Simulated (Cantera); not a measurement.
Input: 1 mol FeS₂, 460 mol H₂, at 1.33 mbar.

These are equilibrium values from Cantera (NASA tables, ideal gas, pure condensed phases), not measurements of a reactor. Candidate condensed phases: Fe, FeS, FeS₂, S; 8 gas species. Rates play no part.

### Question
At 1498 K, list the 5 most abundant gas species with their mole fractions, and the condensed phases.

### Answer
H₂ 0.996, H₂S 0.00297, S₂ 0.000496, H 0.000470, SH 0.000357. Condensed: Fe(γ).
